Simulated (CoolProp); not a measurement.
Vapour-liquid equilibrium of n-pentane (1) + cyclohexane (2) at 0.243 MPa; x and y are mole fractions of (1).

The numbers come from the multi-fluid Helmholtz-energy mixture model, Thol 2019 and Zhou 2014; pair parameters Bell 2016 in CoolProp.

Task: Give the bubble temperature and the first vapour's composition at x = 0.15, 0.75, 0.95. Is there an azeotrope?

Result: x = 0.15: 373.2 K, y = 0.371; x = 0.75: 344.8 K, y = 0.907; x = 0.95: 338.9 K, y = 0.984. No azeotrope shows between x = 0.05 and 0.95.

Pair parameters are fitted to limited data, so mixtures are less certain than the pure fluids.
